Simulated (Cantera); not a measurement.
# Low-pressure radical oxidation in H2/O2

A perfectly stirred reactor is fed with H₂ : O₂ : N₂ = 0.083 : 1 : 1.1 (molar parts), equivalence ratio 0.042, at 0.0133 bar; it is held at 1125 K, and followed from long to short residence time.

Model: the H2/O2 subset of GRI-Mech 3.0, which has no nitrogen chemistry, integrated in Cantera. Radical loss at walls, strong at low pressure, is not modelled. The temperature is held fixed by assumption; the heat of reaction is taken as removed at once.

```
τ (s)       x H₂   x O₂      x O    x HO₂   x H₂O₂       x H   x H₂O
------  --------  -----  -------  -------  -------  --------  ------
3.3     0.000115  0.447  0.00105  9.86e-7  5.22e-8  0.000106  0.0383
1.3     0.000200  0.446  0.00188  1.29e-6  5.97e-8  0.000260  0.0381
0.51    0.000348  0.445  0.00331  1.62e-6  6.60e-8  0.000624  0.0376
0.20    0.000598  0.443  0.00558  1.93e-6  7.09e-8   0.00142  0.0367
0.077    0.00103  0.441  0.00874  2.19e-6  7.55e-8   0.00295  0.0352
0.030    0.00177  0.438   0.0120  2.38e-6  8.26e-8   0.00519  0.0330
0.012    0.00310  0.437   0.0138  2.49e-6  9.70e-8   0.00748  0.0302
0.0046   0.00593  0.438   0.0133  2.54e-6  1.24e-7   0.00898  0.0263
```
x: mole fraction; the columns are a selection and need not sum to one.
